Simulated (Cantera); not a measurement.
## Equilibrium for roasting and sulfation: FeS + SO3 + CO2

Charge: 1 mol FeS, 0.21 mol SO3, 1.5 mol CO2, held at 13.3 mbar.

Equilibrium computed with Cantera from the NASA thermochemical tables; the gas is ideal and each condensed phase is pure. Candidate condensed phases: C, Fe, Fe(CO)5, FeO, FeS, FeSO4, FeS2, Fe2O3, Fe2(SO4)3, Fe3O4, S; 25 gas species. Metal and sulfide melt together well below either melting point, which pure phases cannot show. Mutual solubility and eutectic melting of coexisting phases are not modelled. The tables' stoichiometric FeO is somewhat more stable than real wüstite, so its field is too wide. FeO, FeS: taken at fixed stoichiometry. Gases not in the tables: S3 to S7. The numbers say what is thermodynamically allowed, not how fast it happens.

From 775 °C to 925 °C the condensed part is FeS(s) + Fe3O4(s). From 1000 °C to 1150 °C the condensed part is FeO(s) + FeS(s). At 1225 °C the condensed part is FeO(s) + FeS(l).

```
T (°C)  log p CO2  log p CO  log p SO2  log p S2  log p SO  n FeS(s)  n Fe3O4(s)  n FeO(s)  n FeS(l)
------  ---------  --------  ---------  --------  --------  --------  ----------  --------  --------
775         -1.95     -3.95      -2.72     -3.69     -6.17     0.899      0.0337         0         0
850         -1.96     -3.59      -2.72     -3.56     -5.74     0.881      0.0396         0         0
925         -1.98     -3.28      -2.73     -3.45     -5.36     0.856      0.0480         0         0
1000        -2.01     -3.00      -2.71     -3.23     -4.98     0.771           0     0.229         0
1075        -2.06     -2.77      -2.73     -3.03     -4.66     0.665           0     0.335         0
1150        -2.13     -2.58      -2.75     -2.86     -4.38     0.519           0     0.481         0
1225        -2.21     -2.45      -2.76     -2.74     -4.14         0           0     0.637     0.363
```
log p: log10 of the partial pressure in bar; n: condensed amount in mol.
